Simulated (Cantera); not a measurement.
# Hydrocarbon pyrolysis for carbon deposition

A perfectly stirred reactor is fed with 43.5 % C3H8, 56.5 % H2, at 0.975 Torr; it is held at 1375 K, and followed from long to short residence time.

Computed with Cantera and GRI-Mech 3.0 (53 species, 325 reactions). GRI-Mech 3.0 was tuned for natural gas; its chemistry of propane as a main component is partial and can be far from experiment. GRI-Mech 3.0 stops at C3 and has no aromatics, soot or wall deposition, so with more carbon than oxygen in the feed, carbon stays in small species such as C2H2 where larger ones or solid carbon would form. Radical loss at walls, strong at low pressure, is not modelled.

```
τ (s)    x C3H8   x H2  x C2H4     x C2H    x CH3
------  -------  -----  ------  --------  -------
1.2     0.00328  0.539  0.0592   1.23e-7  0.00349
0.52    0.00709  0.511  0.0954   1.21e-7  0.00495
0.23     0.0149  0.486   0.138   1.08e-7  0.00716
0.098    0.0321  0.467   0.179   7.98e-8   0.0108
0.043    0.0673  0.460   0.200   4.44e-8   0.0158
0.018     0.143  0.475   0.180   1.39e-8   0.0216
0.0080    0.254  0.507   0.116   2.19e-9   0.0230
0.0035    0.360  0.540  0.0462  1.27e-10   0.0169
```
x: mole fraction; the columns are a selection and need not sum to one.
